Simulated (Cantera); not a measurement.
TiC + N₂ (sublimation and decomposition of ceramics)

Input: 1 mol TiC, 2.4 mol N₂, held at 13.3 mbar.

Equilibrium computed with Cantera from the NASA thermochemical tables; the gas is ideal and each condensed phase is pure. Candidate condensed phases: C, Ti, TiC, TiN; 13 gas species. TiC: taken at fixed stoichiometry. The numbers say what is thermodynamically allowed, not how fast it happens.

```json
[
 {"T (°C)": "1925", "x N₂": "1.000", "x Ti": "1.01e-5", "x CN": "9.42e-6", "x C₃": "1.08e-9", "x C": "2.03e-8", "x C₂": "5.14e-10", "n TiC(s)": "1.000"},
 {"T (°C)": "2000", "x N₂": "1.000", "x Ti": "2.67e-5", "x CN": "2.48e-5", "x C₃": "8.28e-9", "x C": "8.93e-8", "x C₂": "3.30e-9", "n TiC(s)": "1.000"},
 {"T (°C)": "2075", "x N₂": "1.000", "x Ti": "6.61e-5", "x CN": "6.15e-5", "x C₃": "5.53e-8", "x C": "3.56e-7", "x C₂": "1.87e-8", "n TiC(s)": "1.000"},
 {"T (°C)": "2150", "x N₂": "1.000", "x Ti": "0.000155", "x CN": "0.000143", "x C₃": "3.25e-7", "x C": "1.30e-6", "x C₂": "9.49e-8", "n TiC(s)": "1.000"},
 {"T (°C)": "2225", "x N₂": "0.999", "x Ti": "0.000347", "x CN": "0.000316", "x C₃": "1.69e-6", "x C": "4.38e-6", "x C₂": "4.33e-7", "n TiC(s)": "0.999"},
 {"T (°C)": "2300", "x N₂": "0.999", "x Ti": "0.000743", "x CN": "0.000662", "x C₃": "7.84e-6", "x C": "1.36e-5", "x C₂": "1.78e-6", "n TiC(s)": "0.998"},
 {"T (°C)": "2375", "x N₂": "0.997", "x Ti": "0.00154", "x CN": "0.00131", "x C₃": "3.22e-5", "x C": "3.93e-5", "x C₂": "6.61e-6", "n TiC(s)": "0.996"},
 {"T (°C)": "2450", "x N₂": "0.994", "x Ti": "0.00311", "x CN": "0.00247", "x C₃": "0.000117", "x C": "0.000105", "x C₂": "2.21e-5", "n TiC(s)": "0.993"},
 {"T (°C)": "2525", "x N₂": "0.989", "x Ti": "0.00615", "x CN": "0.00440", "x C₃": "0.000373", "x C": "0.000263", "x C₂": "6.68e-5", "n TiC(s)": "0.985"},
 {"T (°C)": "2600", "x N₂": "0.979", "x Ti": "0.0120", "x CN": "0.00743", "x C₃": "0.00105", "x C": "0.000614", "x C₂": "0.000183", "n TiC(s)": "0.971"}
]
```
x: gas mole fraction; n: condensed amount in mol.

From 1925 °C to 2600 °C the condensed part is TiC(s). The main Ti-bearing gas is Ti throughout.
